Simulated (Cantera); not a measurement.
What does this Cantera script print?

```python
import numpy as np
import cantera as ct

gas_names = """
    Fe H H2 H2S N NH NH2 NH3 N2 N2H2 N2H4 S SH SN S2 S8
""".split()
cond_names = """
    Fe(a) Fe(c) Fe(d) Fe(L) FeS(a) FeS(b) FeS(c) FeS(L) FeS2(s) S(cr1) S(cr2) S(L)
""".split()


# ... load() reads the species with a 1 bar reference pressure and builds the phases ...
atoms = {
    'FeS2': {'Fe': 1, 'S': 2},
    'H2': {'H': 2},
    'N2': {'N': 2},
}
top_T = {'FeS2(s)': 1010}  # K; cautious upper limits of use, not melting points


# ... equilibrate(T, P, feed) seeds the gas with the atoms and calls Mixture.equilibrate('TP', solver="vcs", rtol=1e-11, max_steps=5000) ...
results = []
feed = {'FeS2': 1, 'H2': 24, 'N2': 30}  # mol
P = 42  # Pa
for T in [800, 850, 900, 950, 1000, 1050, 1100, 1150, 1200, 1250, 1300, 1350, 1400]:
    mix = equilibrate(T, P, feed)
    results.append((T, P, feed, dict(zip(mix.species_names, mix.species_moles))))

top = {s: max(r[3][s] / sum(r[3][g] for g in gas_names) for r in results) for s in gas_names}
cols = sorted((s for s in top if top[s] > 1e-06), key=lambda s: -top[s])[:6]
seen = [c for c in cond_names if any(r[3].get(c, 0) > 1e-12 for r in results)]
print("log10 of partial pressures in bar; condensed amounts in mol")
print(f"{'T/K':>10s}" + "".join(f"{s[:9]:>10s}" for s in cols + seen))
for T, P, feed, n in results:
    ng = sum(n[g] for g in gas_names)
    print(f"{T:10.4g}" + "".join(f"{np.log10(max(n[s] / ng * P / 1e5, 1e-99)):10.3f}" for s in cols)
          + "".join(f"{n.get(c, 0):10.4g}" for c in seen))
```

Result:

```
log10 of partial pressures in bar; condensed amounts in mol
       T/K        N2        H2       H2S        S2        SH         H     Fe(c)    FeS(c)
       800    -3.632    -3.747    -5.109    -9.327   -10.599   -13.412         0         1
       850    -3.632    -3.747    -5.109    -8.642    -9.969   -12.562         0         1
       900    -3.632    -3.747    -5.110    -8.033    -9.410   -11.806         0         1
       950    -3.632    -3.747    -5.113    -7.491    -8.911   -11.128         0         1
      1000    -3.632    -3.747    -5.120    -7.013    -8.466   -10.518         0         1
      1050    -3.632    -3.746    -5.139    -6.603    -8.076    -9.964         0         1
      1100    -3.633    -3.745    -5.175    -6.271    -7.741    -9.460         0         1
      1150    -3.633    -3.744    -5.235    -6.021    -7.461    -8.999         0         1
      1200    -3.634    -3.742    -5.316    -5.845    -7.231    -8.576         0         1
      1250    -3.634    -3.740    -5.411    -5.724    -7.040    -8.186         0         1
      1300    -3.634    -3.739    -5.515    -5.644    -6.880    -7.826         0    0.9999
      1350    -3.635    -3.738    -5.621    -5.589    -6.741    -7.492         0    0.9996
      1400    -3.636    -3.738    -5.697    -5.491    -6.589    -7.182    0.1321    0.8659
```

Method: chemical equilibrium by Gibbs-energy minimisation in Cantera with the NASA 1993 tables (ideal gas, pure condensed phases). Metal and sulfide melt together well below either melting point, which pure phases cannot show. Mutual solubility and eutectic melting of coexisting phases are not modelled. FeS: taken at fixed stoichiometry. Gases not in the tables: S3 to S7.
